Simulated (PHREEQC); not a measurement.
0.035 g of hydrous ferric oxide (600 m²/g; 0.2 weak and 0.005 strong sites per Fe, Dzombak-Morel constants, diffuse double layer) in 1 kg of water with 0.005 mol/kgw of an inert sodium salt and 3.8e-06 mol H3BO3, at 25 °C; the pH is set by adding NaOH or the inert anion's acid. Oxygen alone is held at its pressure in air (log pO2 = -0.68). The system is closed to CO2. No solid was allowed to form.

Base run: PHREEQC, ion-association model, wateq4f.dat. Each further column changes one thing. The table gives surface charge σ (C/m²).

| pH | base | background salt from 0.005 to 0.0005 mol/kgw | oxide from 0.035 to 0.18 g/kgw | 1.8e-05 mol/kgw CuSO4 added |
|---|---|---|---|---|
| 3 | 0.302 | 0.238 | 0.303 | 0.175 |
| 3.5 | 0.242 | 0.152 | 0.243 | 0.141 |
| 4.5 | 0.131 | 0.061 | 0.131 | 0.074 |
| 5 | 0.090 | 0.038 | 0.090 | 0.053 |
| 5.5 | 0.059 | 0.023 | 0.060 | (withheld) |
| 6.5 | 0.023 | 0.008 | 0.023 | (withheld) |
| 7 | 0.013 | 0.004 | 0.013 | 0.020 |
| 7.5 | 0.006 | 0.002 | 0.006 | 0.012 |
| 8.5 | -0.004 | -0.001 | -0.004 | 0.001 |
| 9 | -0.009 | (withheld) | -0.009 | -0.004 |
| 9.5 | -0.018 | -0.006 | -0.018 | -0.010 |
| 10.5 | -0.050 | -0.023 | -0.050 | -0.032 |
| 11 | -0.081 | -0.049 | -0.081 | -0.054 |

Q: Some entries are withheld; supply them.

A: 
- 5.5, 1.8e-05 mol/kgw CuSO4 added: 0.040
- 6.5, 1.8e-05 mol/kgw CuSO4 added: 0.027
- 9, background salt from 0.005 to 0.0005 mol/kgw: -0.003

The oxide is taken as insoluble; below pH 4 it would dissolve. The database's constant for dissolved Cu(OH)2 is higher than later reviews accept.
